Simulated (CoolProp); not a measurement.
Computed with CoolProp (reference Helmholtz-energy equation of state, Zhou 2011).

Problem. For dimethyl carbonate, give the phase and the density (kg/m³), cp (kJ/(kg K)), cv (kJ/(kg K)), Joule-Thomson coefficient (K/MPa) at 125.75 °C and 28.3 MPa; 259.85 °C and 28.3 MPa.

Solution. 
- 125.75 °C and 28.3 MPa: liquid; density 968, cp 1.98, cv 1.52, Joule-Thomson coefficient -0.261
- 259.85 °C and 28.3 MPa: liquid; density 795, cp 2.28, cv 1.76, Joule-Thomson coefficient -0.0376
